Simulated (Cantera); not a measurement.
Feed: 1 mol CuO, 0.52 mol CO, 0.16 mol H2, at 0.100 bar.

Cantera equilibrium calculation (NASA polynomials, part measured and part estimated; ideal gas, pure solids and liquids). Candidate condensed phases: C, C6H6, C7H8, C8H18, Cu, CuO, Cu(OH)2, Cu2O, H2O; 113 gas species. Kinetics and transport are ignored. All values below are at 2075 K.

Base state: CO2 0.551, O2 0.175, H2O 0.169, Cu 0.0842, CO 0.0101, OH 0.00644, O 0.00154, CuO 0.00111 (mole fractions); condensed: Cu(l).

What changes in the equilibrium state with this change: CO from 0.52 to 0.8 mol?


```tsv
species	before	after
CO2	0.551	0.703
H2O	0.169	0.143
Cu	0.0842	0.0842
O2	0.175	0.0324
CO	0.0101	0.0299
O	0.00154	0.000664
CuO	0.00111	0.000478
H2	0.000635	0.00125
Cu(l), mol	0.920	0.907
```
